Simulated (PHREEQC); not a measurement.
A solution holds 6.48 mmol/kgw LiCl, at 20 °C. Closed to the air; pH follows from the charge balance.

Model: ion-association model, phreeqc.dat, run in PHREEQC.

No solid was allowed to form.

### Question
What specific conductance does the model give?

### Answer
specific conductance 624 µS/cm.
